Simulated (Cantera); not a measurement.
A perfectly stirred reactor is fed with H2 : O2 : N2 = 0.52 : 1 : 3 (molar parts), at 0.133 bar; it is held at 873 K, and followed from long to short residence time.

Detailed kinetics in Cantera: the H2/O2 subset of GRI-Mech 3.0, which has no nitrogen chemistry. Radical loss at walls, strong at low pressure, is not modelled. Below about 950 K walls govern HO2 and H2O2 in real vessels. The temperature is held fixed by assumption; the heat of reaction is taken as removed at once.

x: mole fraction; the columns are a selection and need not sum to one.

| τ (s) | x H2 | x O2 | x H2O | x H | x O |
|---|---|---|---|---|---|
| 0.69 | 0.00755 | 0.177 | 0.114 | 1.11e-5 | 2.08e-5 |
| 0.29 | 0.00941 | 0.178 | 0.112 | 2.61e-5 | 3.95e-5 |
| 0.12 | 0.0123 | 0.179 | 0.109 | 6.17e-5 | 7.24e-5 |
| 0.051 | 0.0164 | 0.180 | 0.105 | 0.000141 | 0.000125 |
| 0.022 | 0.0221 | 0.183 | 0.0983 | 0.000311 | 0.000206 |
| 0.0092 | [?] | 0.186 | [?] | [?] | [?] |
| 0.0039 | [?] | 0.191 | [?] | [?] | [?] |

Q: What belongs in the gaps?

A: 
- 0.0092, x H2: 0.0304
- 0.0092, x H2O: 0.0893
- 0.0092, x H: 0.000689
- 0.0092, x O: 0.000336
- 0.0039, x H2: 0.0415
- 0.0039, x H2O: 0.0770
- 0.0039, x H: 0.00144
- 0.0039, x O: 0.000523
